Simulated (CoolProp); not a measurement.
R507A at 472.29 K and 10.8 MPa is throttled through a valve to 4.39 MPa with no heat exchange. Each further row changes one setting.

Model: reference Helmholtz-energy equation of state, Lemmon 2003, in CoolProp. It is a pseudo-pure fit of the blend.

```json
[
 {"case": "as stated", "temperature change (K)": "?", "final phase": "supercritical", "final density (kg/m³)": "140"},
 {"case": "outlet pressure 1.32 MPa", "temperature change (K)": "?", "final phase": "gas", "final density (kg/m³)": "38.8"},
 {"case": "outlet pressure 5.71 MPa", "temperature change (K)": "?", "final phase": "supercritical", "final density (kg/m³)": "?"}
]
```

Question: Fill in the missing entries.

Answer: 
- as stated, temperature change (K): -26.1
- outlet pressure 1.32 MPa, temperature change (K): -42.9
- outlet pressure 5.71 MPa, temperature change (K): -19.6
- outlet pressure 5.71 MPa, final density (kg/m³): 187
